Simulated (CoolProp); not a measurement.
Properties of CH2F2 (R32) along the isotherm 435 K (Tc = 351.3 K, pc = 5783 kPa, ω = 0.277).

Computed with CoolProp (reference Helmholtz-energy equation of state, Tillner-Roth 1997).

| p (kPa) | phase | density (kg/m³) | speed of sound (m/s) | expansivity (1/kK) | viscosity (µPa s) | Prandtl number | fugacity coefficient |
|---|---|---|---|---|---|---|---|
| 183 | gas | 2.647 | 285.5 | 2.349 | 19.2 | 0.755 | 0.9944 |
| 416 | gas | 6.061 | 284.3 | 2.413 | 19.2 | 0.753 | 0.9873 |
| 947 | gas | 14.03 | 281.4 | 2.568 | 19.2 | 0.750 | 0.9712 |
| 2160 | gas | 33.31 | 274.9 | 2.958 | 19.3 | 0.751 | 0.9353 |
| 4910 | gas | 83.66 | 260.5 | 4.094 | 19.9 | 0.790 | 0.8578 |
| 11200 | supercritical | 248.1 | 241.1 | 8.239 | 24.7 | 1.05 | 0.7021 |
| 25400 | supercritical | 611.8 | 359.6 | 5.666 | 53.5 | 1.36 | 0.4989 |
| 57800 | supercritical | 849.3 | 607.6 | 2.336 | 90.1 | 1.35 | 0.4084 |

Viscosity comes from a separate model (Bell 2016), an estimate that may be off by 10 % or more. Thermal conductivity comes from a separate model (Huber 2003), an estimate that may be off by 10 % or more.
